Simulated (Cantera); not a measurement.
# Thermodynamics of nitride etching, feed Si3N4 + HCl

Feed: 1 mol Si3N4, 45 mol HCl, at 0.850 bar.

These are equilibrium values from Cantera (NASA tables, ideal gas, pure condensed phases), not measurements of a reactor. Candidate condensed phases: NH4Cl, Si, Si3N4; 28 gas species. The tables' values for SiCl3 are old estimates; treat these amounts as uncertain. Rates play no part.

| T (K) | x HCl | x H2 | x SiCl4 | x N2 | x SiCl3 |
|---|---|---|---|---|---|
| 1050 | 0.750 | 0.136 | 0.0680 | 0.0455 | 1.21e-5 |
| 1100 | 0.750 | 0.136 | 0.0680 | 0.0455 | 2.99e-5 |
| 1150 | 0.750 | 0.136 | 0.0679 | 0.0455 | 6.81e-5 |
| 1200 | 0.750 | 0.136 | 0.0677 | 0.0455 | 0.000145 |
| 1250 | 0.751 | 0.136 | 0.0674 | 0.0454 | 0.000288 |
| 1300 | 0.751 | 0.135 | 0.0670 | 0.0454 | 0.000541 |
| 1350 | 0.751 | 0.135 | 0.0664 | 0.0454 | 0.000966 |
| 1400 | 0.752 | 0.134 | 0.0655 | 0.0454 | 0.00164 |
| 1450 | 0.753 | 0.133 | 0.0640 | 0.0454 | 0.00265 |
| 1500 | 0.755 | 0.132 | 0.0619 | 0.0453 | 0.00409 |
| 1550 | 0.757 | 0.130 | 0.0589 | 0.0452 | 0.00598 |
| 1600 | 0.760 | 0.127 | 0.0550 | 0.0451 | 0.00831 |
| 1650 | 0.764 | 0.123 | 0.0500 | 0.0450 | 0.0109 |
x: gas mole fraction; nothing condenses.

From 1050 K to 1650 K nothing is condensed. The main Si-bearing gas is SiCl4 throughout.
